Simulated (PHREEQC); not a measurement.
Consider water at 70 °C with 0.0033 mol Ag2SO4, 0.009 mol KBr and 0.21 mol Zn(NO3)2 per kg of water. Closed to the air; pH follows from the charge balance.

The numbers come from PHREEQC with the ion-association model with the Debye-Hückel limiting law, wateq4f.dat.

No solid was allowed to form.

Question: Order these Ag species by the share of Ag that they hold, largest first: AgNO3, AgBr3-2, AgBr2-, AgBr, Ag+.

Answer: AgBr (38 %), AgBr2- (34 %), Ag+ (21 %), AgBr3-2 (5.9 %), AgNO3 (0.58 %)

The pH is 5.08 and the ionic strength 0.644 mol/kgw. The solution is supersaturated, for example in Bromyrite, so a real one may precipitate; this is no full list. Complexes and solids missing from the database can't appear. At this temperature some constants are extrapolated from 25 °C, and those without enthalpy data are left unchanged.
